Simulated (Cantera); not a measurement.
Cantera run:

```python
import numpy as np
import cantera as ct

gas_names = """
    CL CL2 H HCL H2 N NH NH2 NH3 N2 N2H2 N2H4 Si SiCL SiCL2 SiCL3 SiCL4 SiH SiHCL3 SiH2 SiH2CL2 SiH3
    SiH3CL SiH4 SiN Si2 Si2N Si3
""".split()
cond_names = """
    NH4CL(a) NH4CL(b) Si(cr) Si(L) Si3N4(a)
""".split()


# ... load() reads the species with a 1 bar reference pressure and builds the phases ...
atoms = {
    'SiH2Cl2': {'Si': 1, 'H': 2, 'CL': 2},
    'N2': {'N': 2},
}
top_T = {'Si3N4(a)': 2400}  # K; cautious upper limits of use, not melting points


# ... equilibrate(T, P, feed) seeds the gas with the atoms and calls Mixture.equilibrate('TP', solver="vcs", rtol=1e-11, max_steps=5000) ...
results = []
feed = {'SiH2Cl2': 1, 'N2': 12}  # mol
P = 43000  # Pa
for T in [773, 873, 973, 1073, 1173, 1273, 1373, 1473, 1573, 1673, 1773, 1873, 1973, 2073]:
    mix = equilibrate(T, P, feed)
    results.append((T, P, feed, dict(zip(mix.species_names, mix.species_moles))))
    x = sorted(zip(gas.X, gas.species_names), reverse=True)
    print(f"T = {T:g} K  P = {P:g} Pa  gas = {mix.phase_moles(0):.4g} mol")
    print("   x: " + "  ".join(f"{s} {v:.3e}" for v, s in x if v > 0.001))
    print("   condensed (mol): " + ("  ".join(f"{mix.phase(i).name} {mix.phase_moles(i):.4g}"
          for i in range(1, mix.n_phases) if mix.phase_moles(i) > 1e-12) or "none"))
```

Result:

```
T = 773 K  P = 43000 Pa  gas = 13.25 mol
   x: N2 8.680e-01  HCL 7.521e-02  H2 3.785e-02  SiCL4 1.893e-02
   condensed (mol): Si3N4(a) 0.2497
T = 873 K  P = 43000 Pa  gas = 13.26 mol
   x: N2 8.664e-01  HCL 8.196e-02  H2 3.444e-02  SiCL4 1.721e-02
   condensed (mol): Si3N4(a) 0.2572
T = 973 K  P = 43000 Pa  gas = 13.26 mol
   x: N2 8.651e-01  HCL 8.712e-02  H2 3.182e-02  SiCL4 1.589e-02
   condensed (mol): Si3N4(a) 0.2629
T = 1073 K  P = 43000 Pa  gas = 13.27 mol
   x: N2 8.642e-01  HCL 9.112e-02  H2 2.978e-02  SiCL4 1.484e-02
   condensed (mol): Si3N4(a) 0.2673
T = 1173 K  P = 43000 Pa  gas = 13.27 mol
   x: N2 8.634e-01  HCL 9.427e-02  H2 2.817e-02  SiCL4 1.395e-02
   condensed (mol): Si3N4(a) 0.2707
T = 1273 K  P = 43000 Pa  gas = 13.28 mol
   x: N2 8.628e-01  HCL 9.667e-02  H2 2.691e-02  SiCL4 1.308e-02
   condensed (mol): Si3N4(a) 0.2729
T = 1373 K  P = 43000 Pa  gas = 13.29 mol
   x: N2 8.621e-01  HCL 9.818e-02  H2 2.608e-02  SiCL4 1.192e-02  SiCL3 1.060e-03
   condensed (mol): Si3N4(a) 0.273
T = 1473 K  P = 43000 Pa  gas = 13.31 mol
   x: N2 8.612e-01  HCL 9.811e-02  H2 2.594e-02  SiCL4 9.970e-03  SiCL3 2.453e-03  SiCL2 2.066e-03
   condensed (mol): Si3N4(a) 0.2679
T = 1573 K  P = 43000 Pa  gas = 13.38 mol
   x: N2 8.596e-01  HCL 9.485e-02  H2 2.720e-02  SiCL2 7.091e-03  SiCL4 6.729e-03  SiCL3 4.260e-03
   condensed (mol): Si3N4(a) 0.2516
T = 1673 K  P = 43000 Pa  gas = 13.48 mol
   x: N2 8.574e-01  HCL 8.638e-02  H2 3.087e-02  SiCL2 1.689e-02  SiCL3 5.021e-03  SiCL4 3.114e-03
   condensed (mol): Si3N4(a) 0.22
T = 1773 K  P = 43000 Pa  gas = 13.6 mol
   x: N2 8.560e-01  HCL 7.309e-02  H2 3.689e-02  SiCL2 2.867e-02  SiCL3 4.074e-03
   condensed (mol): Si3N4(a) 0.1799
T = 1873 K  P = 43000 Pa  gas = 13.7 mol
   x: N2 8.554e-01  HCL 5.846e-02  H2 4.364e-02  SiCL2 3.906e-02  SiCL3 2.660e-03
   condensed (mol): Si3N4(a) 0.1412
T = 1973 K  P = 43000 Pa  gas = 13.78 mol
   x: N2 8.552e-01  H2 4.966e-02  SiCL2 4.711e-02  HCL 4.535e-02  SiCL3 1.591e-03
   condensed (mol): Si3N4(a) 0.1083
T = 2073 K  P = 43000 Pa  gas = 14.01 mol
   x: N2 8.565e-01  H2 5.321e-02  SiCL2 5.177e-02  HCL 3.535e-02
   condensed (mol): Si(L) 0.249
```

Cantera equilibrium calculation (NASA polynomials, part measured and part estimated; ideal gas, pure solids and liquids). N2 is the only nitrogen source here; it is nearly inert below about 1500 K, so the nitride shown seldom forms there in practice. The tables' values for SiCl3, SiCl, SiN are old estimates; treat these amounts as uncertain.
